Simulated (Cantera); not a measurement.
Input: 1 mol TiO2, 0.35 mol H2, equilibrated at 1998 K and 10.0 mbar.

Equilibrium computed with Cantera from the NASA thermochemical tables; the gas is ideal and each condensed phase is pure. Candidate condensed phases: H2O, Ti, TiO, TiO2, Ti2O3, Ti3O5, Ti4O7; 12 gas species. Mutual solubility and eutectic melting of coexisting phases are not modelled. Condensed phases not in the tables: Magnéli phases beyond Ti4O7. The numbers say what is thermodynamically allowed, not how fast it happens.

Base state: H2 0.717, H2O 0.269, H 0.0136, OH 0.000507, TiO2 2.08e-5 (mole fractions); condensed: TiO2(rutile) + Ti4O7(l).

Question: What changes in the equilibrium state with this change: temperature from 1998 K to 1248.15 K?

Answer: 
```
species              before     after
-----------------  --------  --------
H2                    0.717     0.998
H2O                   0.269   0.00178
H                    0.0136   4.68e-6
TiO2                2.08e-5     <1e-9
OH                 0.000507     <1e-9
TiO2(rutile), mol     0.620     0.998
Ti4O7(l), mol        0.0950         0
Ti4O7(s), mol             0  0.000624
```
